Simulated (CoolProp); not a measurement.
Properties of n-perfluorohexane at several states (Tc = 174.9 °C, pc = 1.742 MPa, ω = 0.497).

Model: reference Helmholtz-energy equation of state, Gao 2022, in CoolProp.

```
T (°C)  p (MPa)   phase         Z  cv (kJ/(kg K))  speed of sound (m/s)  isothermal compressibility (1/MPa)  expansivity (1/kK)
------  -------  ------  --------  --------------  --------------------  ----------------------------------  ------------------
-45.35     4.27  liquid    0.4047          0.7438                 716.4                            0.001301               1.435
77.15    0.0135     gas    0.9936          0.8674                 93.56                               74.56               2.919
-40.65   0.0116  liquid  0.001091          0.7506                 687.9                            0.001429               1.487
93.85     0.281     gas    0.8717          0.9005                 84.12                               4.164               4.372
46.05     0.382  liquid   0.03013          0.8810                 459.5                            0.003593               1.898
```
